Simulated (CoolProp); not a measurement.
A single-stage vapour-compression cycle with vinyl chloride: evaporating at 222.15 K (dew point), condensing at 284.15 K (bubble point), superheat 2 K, subcooling 5 K, compressor efficiency 0.7, no pressure losses. Each further row changes one setting.

Computed with CoolProp (reference Helmholtz-energy equation of state, Thol 2022).

```tsv
case	cooling COP	pressure ratio	discharge temperature (K)	refrigerating effect (kJ/kg)	volumetric capacity (kJ/m³)
as stated	(withheld)	15.6	394.4	302	166
evaporating temperature 227.15 K	(withheld)	(withheld)	(withheld)	305	219
condensing temperature 279.15 K	(withheld)	13.2	383.5	309	170
subcooling 10 K	2.11	15.6	394.4	309	170
superheat 12 K	2.02	15.6	406.8	309	163
compressor efficiency 0.6	(withheld)	15.6	417.4	302	166
```

Complete the blanks.


- as stated, cooling COP: 2.05
- evaporating temperature 227.15 K, cooling COP: 2.34
- evaporating temperature 227.15 K, pressure ratio: 11.7
- evaporating temperature 227.15 K, discharge temperature (K): 382.1
- condensing temperature 279.15 K, cooling COP: 2.27
- compressor efficiency 0.6, cooling COP: 1.76
